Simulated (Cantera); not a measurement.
Charge: 1 mol PbO, 2.6 mol H₂, 1.6 mol N₂.

Cantera equilibrium calculation (NASA polynomials, part measured and part estimated; ideal gas, pure solids and liquids). Candidate condensed phases: H₂O, Pb, PbO, PbO₂, Pb₃O₄; 27 gas species. Kinetics and transport are ignored.

Stable condensed phases, one row left out:

```
T in K \ P in Pa
              10      32     100     320    1000    3200   10000   32000  100000  320000 1000000
   1125        A       A       B       B       B       B       B       B       B       B       B
   1075        A       A       B       B       B       B       B       B       B       B       B
    975        B       B       B       B       B       B       B       B       B       B       B
    925        B       B       B       B       B       B       B       B       B       B       B
    875        B       B       B       B       B       B       B       B       B       B       B
    825        B       B       B       B       B       B       B       B       B       B       B
    775        B       B       B       B       B       B       B       B       B       B       B
    725        B       B       B       B       B       B       B       B       B       B       B
    675        B       B       B       B       B       B       B       B       B       B       B
```

A: gas only; B: Pb.

Problem. Give the row for 1025 K.

Solution. 10: gas only; 32: Pb; 100: Pb; 320: Pb; 1000: Pb; 3200: Pb; 10000: Pb; 32000: Pb; 100000: Pb; 320000: Pb; 1000000: Pb.
